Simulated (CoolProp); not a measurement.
A simple Rankine cycle with ethanol: condensing at 302.15 K, boiler at 4.47 MPa, turbine inlet 535.1 K, turbine efficiency 0.8, pump efficiency 0.7, no recuperator. Each further row changes one setting.

Computed with CoolProp (reference Helmholtz-energy equation of state, Schroeder 2014).

| case | thermal efficiency (%) | net work (kJ/kg) | heat in (kJ/kg) | turbine exit temperature (K) | volume ratio over the turbine |
|---|---|---|---|---|---|
| as stated | 25.0 | 307 | 1230 | 307.0 | 328 |
| turbine inlet 555.1 K | 25.5 | 330 | 1290 | 333.7 | 326 |
| condensing temperature 294.15 K | 26.0 | 325 | 1250 | 294.1 | 499 |
| boiler pressure 3.13 MPa | 24.4 | 310 | 1270 | 331.4 | 227 |
| turbine efficiency 0.7 | 21.8 | 268 | 1230 | 333.2 | 357 |

The expansion ends wet for: condensing temperature 294.15 K.
